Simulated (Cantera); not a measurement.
Feed: 1 mol Si, 0.75 mol HCl, 16 mol H2, equilibrated at 1 atm.

Method: chemical equilibrium by Gibbs-energy minimisation in Cantera with the NASA 1993 tables (ideal gas, pure condensed phases). Candidate condensed phases: Si; 19 gas species. The tables' values for SiCl3 are old estimates; treat these amounts as uncertain. Kinetics and transport are ignored. All values below are at 702 °C.

Base state: H2 0.983, SiHCl3 0.00622, SiCl4 0.00504, HCl 0.00456, SiH2Cl2 0.000803, SiCl3 7.79e-5, SiCl2 3.41e-5, SiH3Cl 2.62e-5 (mole fractions); condensed: Si(s).

Task: What changes in the equilibrium state with this change: pressure from 1 atm to 0.100 bar?

Result: 
| species | before | after |
|---|---|---|
| H2 | 0.983 | 0.981 |
| HCl | 0.00456 | 0.00846 |
| SiCl4 | 0.00504 | 0.00593 |
| SiHCl3 | 0.00622 | 0.00393 |
| SiH3Cl | 2.62e-5 | 4.79e-6 |
| SiCl2 | 3.41e-5 | 0.000118 |
| SiH2Cl2 | 0.000803 | 0.000273 |
| SiCl3 | 7.79e-5 | 0.000157 |
| Si(s), mol | 0.798 | 0.827 |
